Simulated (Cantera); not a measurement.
# Adiabatic ignition

An adiabatic, constant-pressure homogeneous reactor starts with CH4 : H2 : O2 : N2 : H2O = 1 : 0.066 : 2.36 : 8.89 : 1 (molar parts), at 1525 K and 18.8 atm.

Model: GRI-Mech 3.0 (53 species, 325 reactions), integrated in Cantera. The pressure lies above the range GRI-Mech 3.0 was tuned for (to about 10 atm).

| t (s) | T (K) | x CH4 | x H2 | x O2 | x HCO | x H | x CH2O |
|---|---|---|---|---|---|---|---|
| 2.00e-6 | 1525 | 0.0751 | 0.00496 | 0.177 | 1.09e-11 | 2.83e-8 | 7.79e-7 |
| 7.10e-6 | 1525 | 0.0750 | 0.00495 | 0.177 | 5.09e-10 | 1.54e-7 | 2.03e-5 |
| 2.52e-5 | 1531 | 0.0737 | 0.00495 | 0.176 | 3.66e-8 | 9.25e-7 | 0.000502 |
| 8.94e-5 | 2799 | <1e-12 | 0.00629 | 0.0290 | 3.43e-8 | 0.00150 | 6.07e-10 |
| 0.000317 | 2789 | <1e-12 | 0.00637 | 0.0262 | 3.39e-8 | 0.00145 | 6.18e-10 |
| 0.00113 | 2783 | <1e-12 | 0.00643 | 0.0245 | 3.37e-8 | 0.00143 | 6.27e-10 |
| 0.00400 | 2782 | <1e-12 | 0.00643 | 0.0244 | 3.37e-8 | 0.00143 | 6.27e-10 |
| 0.0142 | 2782 | <1e-12 | 0.00643 | 0.0244 | 3.37e-8 | 0.00143 | 6.27e-10 |
| 0.0504 | 2782 | <1e-12 | 0.00643 | 0.0244 | 3.37e-8 | 0.00143 | 6.27e-10 |
| 0.179 | 2782 | <1e-12 | 0.00643 | 0.0244 | 3.37e-8 | 0.00143 | 6.27e-10 |
| 0.635 | 2782 | <1e-12 | 0.00643 | 0.0244 | 3.37e-8 | 0.00143 | 6.27e-10 |
| 2.25 | 2782 | <1e-12 | 0.00643 | 0.0244 | 3.37e-8 | 0.00143 | 6.27e-10 |
| 8.00 | 2782 | <1e-12 | 0.00643 | 0.0244 | 3.37e-8 | 0.00143 | 6.27e-10 |
x: mole fraction; the columns are a selection and need not sum to one.

The time of steepest temperature rise comes out as 65.7 µs and the temperature at 8.00 s comes out as 2782 K. The equilibrium temperature is 2782 K and the x(CH4) at 8.00 s comes out as <1e-12 (gas-phase equilibrium <1e-12). The x(H2) at 8.00 s is 0.00643 (gas-phase equilibrium 0.00643). The x(O2) at 8.00 s comes out as 0.0244 (gas-phase equilibrium 0.0244).
